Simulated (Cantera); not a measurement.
A perfectly stirred reactor is fed with C2H6 : O2 : N2 : CO2 : H2 = 1 : 2.19 : 8.22 : 1.2 : 0.41 (molar parts), at 5930 Torr; it is adiabatic with a 425 K inlet, and is followed from long to short residence time, starting on the burning branch (τ in s: 0.091, 0.037, 0.015, 0.0062, 0.0025, 0.001, 0.00042, 0.00017, 6.9e-05).

Computed with Cantera and GRI-Mech 3.0 (53 species, 325 reactions).

**Question.** Predict: blow-out, bracketed by the residence times tried; x(C2H6) at τ = 91.0 ms; x(O2) at τ = 91.0 ms; x(CO2) at τ = 91.0 ms; x(CH3) at τ = 91.0 ms; x(HCN) at τ = 91.0 ms; x(C2H6) at τ = 2.50 ms; x(O2) at τ = 2.50 ms; x(CO2) at τ = 2.50 ms; x(CH3) at τ = 2.50 ms; x(HCN) at τ = 2.50 ms.

**Answer.** 
| Item | Value |
|---|---|
| blow-out, bracketed by the residence times tried | burning at 0.420 ms, out at 0.170 ms |
| x(C2H6) at τ = 91.0 ms | 1.12e-5 |
| x(O2) at τ = 91.0 ms | 0.000421 |
| x(CO2) at τ = 91.0 ms | 0.0934 |
| x(CH3) at τ = 91.0 ms | 7.90e-5 |
| x(HCN) at τ = 91.0 ms | 2.45e-6 |
| x(C2H6) at τ = 2.50 ms | 0.000204 |
| x(O2) at τ = 2.50 ms | 0.00486 |
| x(CO2) at τ = 2.50 ms | 0.0994 |
| x(CH3) at τ = 2.50 ms | 0.000288 |
| x(HCN) at τ = 2.50 ms | 2.94e-6 |
